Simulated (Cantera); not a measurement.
A Cantera script and what it prints.

```python
import numpy as np
import cantera as ct

gas_names = [...]  # 76 gases of nasa_gas.yaml made of C, H
cond_names = """
    C(gr) C6H6(L) C7H8(L) C8H18(L),n-octa
""".split()


# ... load() reads the species with a 1 bar reference pressure and builds the phases ...
atoms = {
    'n-butane': {'C': 4, 'H': 10},
    'H2': {'H': 2},
}
top_T = {'C(gr)': 4500}  # K; cautious upper limits of use, not melting points


# ... equilibrate(T, P, feed) seeds the gas with the atoms and calls Mixture.equilibrate('TP', solver="vcs", rtol=1e-11, max_steps=5000) ...
results = []
P = 830  # Pa
for T in [598, 648, 698, 748, 798, 848, 898, 948, 998, 1048, 1098, 1148, 1198, 1248]:
    for m in [5.2, 7.4, 11, 15, 22, 32, 46, 66]:
        feed = {'n-butane': 1, 'H2': m}  # mol
        mix = equilibrate(T, P, feed)
        results.append((T, P, feed, dict(zip(mix.species_names, mix.species_moles))))

for T, P, feed, n in results:
    print(f"{T:7g} {feed['H2']:10.4g}  " + (" + ".join(c for c in cond_names if n.get(c, 0) > 1e-12) or "gas only"))
```

Output:

```
    598        5.2  C(gr)
    598        7.4  C(gr)
    598         11  gas only
    598         15  gas only
    598         22  gas only
    598         32  gas only
    598         46  gas only
    598         66  gas only
    648        5.2  C(gr)
    648        7.4  C(gr)
    648         11  C(gr)
    648         15  C(gr)
    648         22  C(gr)
    648         32  gas only
    648         46  gas only
    648         66  gas only
    698        5.2  C(gr)
    698        7.4  C(gr)
    698         11  C(gr)
    698         15  C(gr)
    698         22  C(gr)
    698         32  C(gr)
    698         46  C(gr)
    698         66  gas only
    748        5.2  C(gr)
    748        7.4  C(gr)
    748         11  C(gr)
    748         15  C(gr)
    748         22  C(gr)
    748         32  C(gr)
    748         46  C(gr)
    748         66  C(gr)
    798        5.2  C(gr)
    798        7.4  C(gr)
    798         11  C(gr)
    798         15  C(gr)
    798         22  C(gr)
    798         32  C(gr)
    798         46  C(gr)
    798         66  C(gr)
    848        5.2  C(gr)
    848        7.4  C(gr)
    848         11  C(gr)
    848         15  C(gr)
    848         22  C(gr)
    848         32  C(gr)
    848         46  C(gr)
    848         66  C(gr)
    898        5.2  C(gr)
    898        7.4  C(gr)
    898         11  C(gr)
    898         15  C(gr)
    898         22  C(gr)
    898         32  C(gr)
    898         46  C(gr)
    898         66  C(gr)
    948        5.2  C(gr)
    948        7.4  C(gr)
    948         11  C(gr)
    948         15  C(gr)
    948         22  C(gr)
    948         32  C(gr)
    948         46  C(gr)
    948         66  C(gr)
    998        5.2  C(gr)
    998        7.4  C(gr)
    998         11  C(gr)
    998         15  C(gr)
    998         22  C(gr)
    998         32  C(gr)
    998         46  C(gr)
    998         66  C(gr)
   1048        5.2  C(gr)
   1048        7.4  C(gr)
   1048         11  C(gr)
   1048         15  C(gr)
   1048         22  C(gr)
   1048         32  C(gr)
   1048         46  C(gr)
   1048         66  C(gr)
   1098        5.2  C(gr)
   1098        7.4  C(gr)
   1098         11  C(gr)
   1098         15  C(gr)
   1098         22  C(gr)
   1098         32  C(gr)
   1098         46  C(gr)
   1098         66  C(gr)
   1148        5.2  C(gr)
   1148        7.4  C(gr)
   1148         11  C(gr)
   1148         15  C(gr)
   1148         22  C(gr)
   1148         32  C(gr)
   1148         46  C(gr)
   1148         66  C(gr)
   1198        5.2  C(gr)
   1198        7.4  C(gr)
   1198         11  C(gr)
   1198         15  C(gr)
   1198         22  C(gr)
   1198         32  C(gr)
   1198         46  C(gr)
   1198         66  C(gr)
   1248        5.2  C(gr)
   1248        7.4  C(gr)
   1248         11  C(gr)
   1248         15  C(gr)
   1248         22  C(gr)
   1248         32  C(gr)
   1248         46  C(gr)
   1248         66  C(gr)
```

Method: chemical equilibrium by Gibbs-energy minimisation in Cantera with the NASA 1993 tables (ideal gas, pure condensed phases).
